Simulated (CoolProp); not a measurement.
Acetone along the isobar 3.97 MPa: density (kg/m³) from the reference equation and from simpler models built on Tc = 235.0 °C, pc = 4.692 MPa, ω = 0.307; each cubic takes its own stable root.

Computed with CoolProp (reference Helmholtz-energy equation of state, Lemmon 2006). It is a short technical equation, of lower accuracy than the large ones.

```csv
T (°C),phase,reference,van der Waals,Soave-Redlich-Kwong
-37.15,liquid,(withheld),(withheld),658.2
-0.55,liquid,(withheld),419.8,(withheld)
36.15,liquid,776.3,402.6,608.4
72.75,liquid,734.5,383.5,576.8
109.45,liquid,688.6,361.6,538.7
146.05,liquid,636.2,335.3,491.6
182.75,liquid,570.5,(withheld),428.6
219.35,liquid,461.2,98.66,317.9
```

Fill in the missing entries.


- -37.15, reference: 854.3
- -37.15, van der Waals: 435.5
- -0.55, reference: 816.0
- -0.55, Soave-Redlich-Kwong: 635.3
- 182.75, van der Waals: 300.2

At some of these states van der Waals gives the other phase, because its saturation line lies elsewhere.
